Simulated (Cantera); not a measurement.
**Al(CH3)3 + NH3 + N2 (aluminium nitride and oxide growth)**

A closed system holds: 1 mol Al(CH3)3, 190 mol NH3, 4 mol N2, at 1025 K and 0.100 bar.

Equilibrium computed with Cantera from the NASA thermochemical tables; the gas is ideal and each condensed phase is pure. Candidate condensed phases: Al, AlN, C, C6H6, C7H8, C8H18; 97 gas species. The feed counts by its element totals alone. Rates play no part.

```yaml
x(H2): 0.741
x(N2): 0.255
x(CH4): 0.00404
x(NH3): 1.59e-5
x(HCN): 3.33e-6
n(AlN(s)): 1.00 mol
n(C(graphite)): 1.44 mol
gas_amount: 386.4 mol
log10 activity of Al(l) (absent): -9.85
```
